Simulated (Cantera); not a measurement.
**NO annealing gas**

An isothermal, constant-pressure homogeneous reactor starts with 78.9 % NO, 20.5 % N2, 0.592 % H2O, at 2173 K and 825 Torr.

Model: GRI-Mech 3.0 (53 species, 325 reactions), integrated in Cantera.

| t (s) | x NO | x NO2 | x O | x N2O | x N2 |
|---|---|---|---|---|---|
| 8.00e-5 | 0.788 | 8.25e-5 | 8.06e-5 | 0.000147 | 0.205 |
| 0.000208 | 0.788 | 0.000119 | 0.000132 | 0.000229 | 0.206 |
| 0.000538 | 0.785 | 0.000143 | 0.000161 | 0.000253 | 0.207 |
| 0.00140 | 0.780 | 0.000196 | 0.000212 | 0.000258 | 0.209 |
| 0.00362 | 0.765 | 0.000282 | 0.000297 | 0.000254 | 0.217 |
| 0.00940 | 0.726 | 0.000409 | 0.000437 | 0.000231 | 0.236 |
| 0.0244 | 0.629 | 0.000546 | 0.000653 | 0.000171 | 0.285 |
| 0.0632 | 0.429 | 0.000551 | 0.000944 | 7.74e-5 | 0.385 |
| 0.164 | 0.173 | 0.000290 | 0.00121 | 1.27e-5 | 0.512 |
| 0.426 | 0.0405 | 7.47e-5 | 0.00133 | 1.27e-6 | 0.579 |
| 1.10 | 0.0155 | 2.91e-5 | 0.00135 | 7.25e-7 | 0.591 |
| 2.86 | 0.0140 | 2.63e-5 | 0.00135 | 7.09e-7 | 0.592 |
| 7.43 | 0.0140 | 2.63e-5 | 0.00135 | 7.09e-7 | 0.592 |
| 19.3 | 0.0140 | 2.63e-5 | 0.00135 | 7.09e-7 | 0.592 |
| 50.0 | 0.0140 | 2.63e-5 | 0.00135 | 7.09e-7 | 0.592 |
x: mole fraction; the columns are a selection and need not sum to one.

Equilibrium at this temperature and pressure: NO 0.0140, NO2 2.63e-5, O 0.00135, N2O 7.09e-7, N2 0.592 (gas phase only).
